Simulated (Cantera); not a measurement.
Cantera run:

```python
import numpy as np
import cantera as ct

gas_names = [...]  # 123 gases of nasa_gas.yaml made of C, H, O, Si
cond_names = """
    C(gr) C6H6(L) C7H8(L) C8H18(L),n-octa H2O(s) H2O(L) Si(cr) Si(L) SiC(b) SiO2(Lqz) SiO2(hqz) SiO2(L)
""".split()


# ... load() reads the species with a 1 bar reference pressure and builds the phases ...
atoms = {
    'TEOS': {'Si': 1, 'C': 8, 'H': 20, 'O': 4},
    'O3': {'O': 3},
}
top_T = {'C(gr)': 4500, 'SiC(b)': 3050}  # K; cautious upper limits of use, not melting points


# ... equilibrate(T, P, feed) seeds the gas with the atoms and calls Mixture.equilibrate('TP', solver="vcs", rtol=1e-11, max_steps=5000) ...
results = []
feed = {'TEOS': 1, 'O3': 4.8}  # mol
T = 1448.15  # K
P = 1000  # Pa
mix = equilibrate(T, P, feed)
results.append((T, P, feed, dict(zip(mix.species_names, mix.species_moles))))
x = sorted(zip(gas.X, gas.species_names), reverse=True)
print(f"T = {T:g} K  P = {P:g} Pa  gas = {mix.phase_moles(0):.4g} mol")
print("   x: " + "  ".join(f"{s} {v:.3e}" for v, s in x if v > 1e-05))
print("   condensed (mol): " + ("  ".join(f"{mix.phase(i).name} {mix.phase_moles(i):.4g}"
      for i in range(1, mix.n_phases) if mix.phase_moles(i) > 1e-12) or "none"))
```

Output:

```
T = 1448.15 K  P = 1000 Pa  gas = 18 mol
   x: H2O 3.113e-01  CO 2.891e-01  H2 2.442e-01  CO2 1.554e-01  H 4.564e-05
   condensed (mol): SiO2(hqz) 1
```

These are equilibrium values from Cantera (NASA tables, ideal gas, pure condensed phases), not measurements of a reactor. The feed counts by its element totals alone. The tables hold silica as quartz up to 1696 K and as liquid above; real silica turns to tridymite and cristobalite and melts near 1996 K.
